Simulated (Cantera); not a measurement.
What does this Cantera script print?

```python
import numpy as np
import cantera as ct

gas_names = """
    H HO2 H2 H2O H2O2 O OH O2 O3 Zr ZrO ZrO2
""".split()
cond_names = """
    H2O(s) H2O(L) Zr(a) Zr(b) Zr(L) ZrO2(a) ZrO2(b) ZrO2(L)
""".split()


def load(file, names, dense=False):
    # The tables refer to 1 bar. Condensed volumes are neglected.
    table = {s.name: s for s in ct.Species.list_from_file(file)}
    out = []
    for n in names:
        d = dict(table[n].input_data)
        d["thermo"] = dict(d["thermo"], **{"reference-pressure": 1e5})
        if dense:
            d["equation-of-state"] = {"model": "constant-volume", "density": "1e6 g/cm^3"}
        out.append(ct.Species.from_dict(d))
    return out


gas = ct.Solution(thermo="ideal-gas", species=load("nasa_gas.yaml", gas_names))
cond = {s.name: ct.Solution(thermo="fixed-stoichiometry", species=[s], name=s.name)
        for s in load("nasa_condensed.yaml", cond_names, dense=True)}
atoms = {
    'Zr': {'Zr': 1},
    'O2': {'O': 2},
    'H2': {'H': 2},
}
top_T = {}  # K; cautious upper limits of use, not melting points


def equilibrate(T, P, feed):
    n = {}
    for name, mol in feed.items():
        for a, k in atoms[name].items():
            n[a] = n.get(a, 0.0) + k * mol
    gas.TPX = T, P, n
    mass = sum(n.values()) * gas.mean_molecular_weight
    gas.equilibrate("TP")
    valid = [c for c in cond.values() if c.min_temp <= T <= top_T.get(c.name, c.max_temp)]
    mix = ct.Mixture([(gas, mass / gas.mean_molecular_weight)] + [(c, 0.0) for c in valid])
    mix.T, mix.P = T, P
    mix.equilibrate("TP", solver="vcs", rtol=1e-11, max_steps=5000)
    return mix


results = []
feed = {'Zr': 1, 'O2': 0.47, 'H2': 52}  # mol
P = 710000  # Pa
for T in [2350, 2375, 2400, 2425, 2450, 2475, 2500, 2525, 2550, 2575, 2600, 2625, 2650, 2675]:
    mix = equilibrate(T, P, feed)
    results.append((T, P, feed, dict(zip(mix.species_names, mix.species_moles))))

top = {s: max(r[3][s] / sum(r[3][g] for g in gas_names) for r in results) for s in gas_names}
cols = sorted((s for s in top if top[s] > 0.001), key=lambda s: -top[s])[:5]
seen = [c for c in cond_names if any(r[3].get(c, 0) > 1e-12 for r in results)]
print("log10 of partial pressures in bar; condensed amounts in mol")
print(f"{'T/K':>10s}" + "".join(f"{s[:9]:>10s}" for s in cols + seen))
for T, P, feed, n in results:
    ng = sum(n[g] for g in gas_names)
    print(f"{T:10.4g}" + "".join(f"{np.log10(max(n[s] / ng * P / 1e5, 1e-99)):10.3f}" for s in cols)
          + "".join(f"{n.get(c, 0):10.4g}" for c in seen))
```

Output:

```
log10 of partial pressures in bar; condensed amounts in mol
       T/K        H2         H     Zr(L)   ZrO2(b)
      2350     0.849    -1.479    0.5303    0.4696
      2375     0.849    -1.426    0.5304    0.4695
      2400     0.849    -1.374    0.5304    0.4694
      2425     0.848    -1.323    0.5305    0.4693
      2450     0.848    -1.273    0.5306    0.4691
      2475     0.848    -1.224    0.5306     0.469
      2500     0.847    -1.176    0.5307    0.4688
      2525     0.847    -1.129    0.5307    0.4685
      2550     0.846    -1.083    0.5308    0.4682
      2575     0.846    -1.038    0.5308    0.4679
      2600     0.845    -0.993    0.5308    0.4675
      2625     0.844    -0.950    0.5308     0.467
      2650     0.844    -0.907    0.5308    0.4664
      2675     0.843    -0.866    0.5306    0.4657
```

Cantera equilibrium calculation (NASA polynomials, part measured and part estimated; ideal gas, pure solids and liquids). Mutual solubility and eutectic melting of coexisting phases are not modelled. Condensed phases not in the tables: N, O or C dissolved in the metal.
